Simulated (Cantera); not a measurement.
# Diamond growth

A diamond (100) surface in a fixed gas of H2 with x(CH4) = 0.0021, x(CH3) = 0.0018, at 900 K, 7.50 Torr; coverages are run to steady state.

Detailed kinetics in Cantera: the Harris–Goodwin 1993 mechanism for the reconstructed diamond (100) surface.

```csv
x(H),growth (µm/h),θ c6HH,θ c6H*,θ c6*H,θ c6**,θ c6HM
0.0001,0.263,0.0843,0.00105,0.0294,7.62e-5,0.713
0.00021,0.522,0.118,0.00158,0.0442,0.000202,0.673
0.00045,1.01,0.177,0.00250,0.0699,0.000509,0.604
0.00094,1.75,0.263,0.00383,0.107,0.00107,0.503
0.002,2.75,0.375,0.00557,0.156,0.00189,0.371
0.0042,3.77,0.486,0.00728,0.204,0.00275,0.242
0.0089,4.58,0.574,0.00865,0.242,0.00346,0.138
0.019,5.10,0.630,0.00955,0.266,0.00391,0.0723
0.04,5.38,0.661,0.0101,0.280,0.00417,0.0362
```
θ: site fractions in the mechanism's names (c6HH fully hydrogenated, c6H* and c6*H radical sites, c6** diradical, c6HM methylated).
